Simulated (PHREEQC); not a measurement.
## Metal-bearing waste water: an equilibrium model

Make-up at 28 °C: 2 mmol/kgw MnSO4, 0.13 mmol/kgw CaCl2 and 0.83 mmol/kgw NaCl. Closed to the air; pH follows from the charge balance.

All values are PHREEQC results (ion-association model, phreeqc.dat), not measurements.

No solid was allowed to form.

### Question
What pH does the model give?

### Answer
pH 6.67.

### Question
In which forms is Mn present?

### Answer
Mn+2 86 %, MnSO4 13 % of the Mn.
